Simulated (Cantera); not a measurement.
Charge: 1 mol C₂F₆, 2.2 mol H₂, equilibrated at 5.60 Pa.

Cantera equilibrium calculation (NASA polynomials, part measured and part estimated; ideal gas, pure solids and liquids). Candidate condensed phases: C, C₆H₆, C₇H₈, C₈H₁₈; 95 gas species. The feed counts by its element totals alone. Gases not in the tables: C₂F₆ and larger saturated fluorocarbons. Kinetics and transport are ignored.

Task: What share of the C ends up in condensed phases as a function of T (K), at 1525, 1675, 1825, 1975, 2125, 2275, 2425, 2575, 2725, 2875, 3025?

Result: 
```json
[
 {"T (K)": "1525", "C condensed (%)": "79.9", "as": "C(graphite)"},
 {"T (K)": "1675", "C condensed (%)": "79.4", "as": "C(graphite)"},
 {"T (K)": "1825", "C condensed (%)": "81.1", "as": "C(graphite)"},
 {"T (K)": "1975", "C condensed (%)": "91.1", "as": "C(graphite)"},
 {"T (K)": "2125", "C condensed (%)": "96.8", "as": "C(graphite)"},
 {"T (K)": "2275", "C condensed (%)": "97.9", "as": "C(graphite)"},
 {"T (K)": "2425", "C condensed (%)": "94.6", "as": "C(graphite)"},
 {"T (K)": "2575", "C condensed (%)": "62.0", "as": "C(graphite)"},
 {"T (K)": "2725", "C condensed (%)": "0.0", "as": "-"},
 {"T (K)": "2875", "C condensed (%)": "0.0", "as": "-"},
 {"T (K)": "3025", "C condensed (%)": "0.0", "as": "-"}
]
```
